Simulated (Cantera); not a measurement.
An adiabatic, constant-volume homogeneous reactor starts with 4.11 % CH₄, 0.780 % CO, 20.0 % O₂, 75.1 % N₂, equivalence ratio 0.43, at 1050 K and 1500 Torr.

Computed with Cantera and GRI-Mech 3.0 (53 species, 325 reactions).

Task: Predict: time of steepest temperature rise; temperature at 1.00 s; equilibrium temperature; x(CO) at 1.00 s; x(O₂) at 1.00 s; x(H₂) at 1.00 s.

Result: 
```json
{
 "time_of_steepest_temperature_rise": "0.166 s",
 "temperature at 1.00 s": "2205 K",
 "equilibrium_temperature": "2205 K",
 "x(CO) at 1.00 s": "0.000451 (gas-phase equilibrium 0.000451)",
 "x(O₂) at 1.00 s": "0.109 (gas-phase equilibrium 0.109)",
 "x(H₂) at 1.00 s": "0.000142 (gas-phase equilibrium 0.000142)"
}
```
